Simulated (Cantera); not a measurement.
Mixture: 6.76 % CH4, 19.6 % O2, 73.6 % N2, at 37.0 bar, adiabatic and at constant volume. Ignition delay is the time to a rise of 400 K.

Cantera simulation using GRI-Mech 3.0 (53 species, 325 reactions); the numbers are that mechanism's predictions, not measurements. The pressure lies above the range GRI-Mech 3.0 was tuned for (to about 10 atm).

Task: Predict: delay at 1098 K; delay at 1148 K; delay at 1198 K; delay at 1248 K; delay at 1298 K; delay at 1348 K; apparent activation energy between 1248 and 1348 K.

Result: 
| Quantity | Result |
|---|---|
| delay at 1098 K | 3.90 ms |
| delay at 1148 K | 1.90 ms |
| delay at 1198 K | 0.990 ms |
| delay at 1248 K | 0.545 ms |
| delay at 1298 K | 0.313 ms |
| delay at 1348 K | 0.187 ms |
| apparent activation energy between 1248 and 1348 K | 150 kJ/mol |
